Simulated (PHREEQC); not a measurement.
Solution (25 °C): 0.26 mol TMAH, 4.7e-05 mol Li2CO3 and 0.031 mol CsOH per kg of water. Closed to the air; pH follows from the charge balance.

Computed with PHREEQC (ion-association model, wateq4f.dat).

pH: 13.30
ionic strength: 0.291 mol/kgw
activity of water: 0.990
total alkalinity: 291 meq/kg

```tsv
species	molality	activity	log γ
OH-	0.291	0.197	-0.170
(CH3)4N+	0.260	0.179	-0.161
Cs+	0.0310	0.0228	-0.134
Li+	9.40e-5	6.92e-5	-0.133
CO3-2	4.70e-5	1.29e-5	-0.562
HCO3-	1.91e-8	1.38e-8	-0.141
```

No solid was allowed to form. Species that the database lacks are ignored. (CH3)4N+ isn't in the database: it is added as a free cation with an ion size of 4 Å.
